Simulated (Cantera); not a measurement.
Feed: 1 mol SiCl4, 8.1 mol O3, 98 mol N2, at 1273 K and 1.00 bar.

Method: chemical equilibrium by Gibbs-energy minimisation in Cantera with the NASA 1993 tables (ideal gas, pure condensed phases). Candidate condensed phases: Si, SiO2, Si2N2O, Si3N4; 23 gas species. The tables hold silica as quartz up to 1696 K and as liquid above; real silica turns to tridymite and cristobalite and melts near 1996 K. Rates play no part.

Question: What is the equilibrium state?

Answer: 
```
Quantity                              Value
--------------------------------  ---------
x(N2)                                 0.881
x(O2)                                 0.100
x(Cl2)                               0.0173
x(Cl)                               0.00128
x(NO)                              0.000242
x(ClO)                              1.39e-5
x(NO2)                              2.03e-6
n(SiO2(β-quartz))                  1.00 mol
gas amount                        111.2 mol
log10 activity of Si(s) (absent)     -27.01
```
